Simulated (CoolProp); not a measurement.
Isobutane along the isobar 4.4 MPa: density (kg/m³) from the reference equation and from simpler models built on Tc = 134.7 °C, pc = 3.629 MPa, ω = 0.184; each cubic takes its own stable root.

Model: reference Helmholtz-energy equation of state, Bücker 2006, in CoolProp.

| T (°C) | phase | reference |
|---|---|---|
| -44.05 | liquid | 632.5 |
| -37.95 | liquid | 626.4 |
| -31.85 | liquid | 620.2 |
| -25.85 | liquid | 614.1 |
| -19.75 | liquid | 607.8 |
| -13.65 | liquid | 601.4 |
| -7.55 | liquid | 595.0 |
| -1.45 | liquid | 588.4 |
| 4.55 | liquid | 581.9 |
| 10.65 | liquid | 575.1 |
| 16.75 | liquid | 568.2 |

Q: How far does each simpler model (van der Waals, Redlich-Kwong, Soave-Redlich-Kwong, Peng-Robinson) lie from the reference over these 11 states: mean and median of the absolute difference, and the worst?

A: 
- van der Waals: mean 36.0 %, median 36.0 %, worst -36.5 % at -44.05 °C and 4.4 MPa
- Redlich-Kwong: mean 7.5 %, median 7.4 %, worst -8.1 % at 16.75 °C and 4.4 MPa
- Soave-Redlich-Kwong: mean 5.7 %, median 5.7 %, worst -5.9 % at 16.75 °C and 4.4 MPa
- Peng-Robinson: mean 6.3 %, median 6.3 %, worst +6.4 % at -7.55 °C and 4.4 MPa
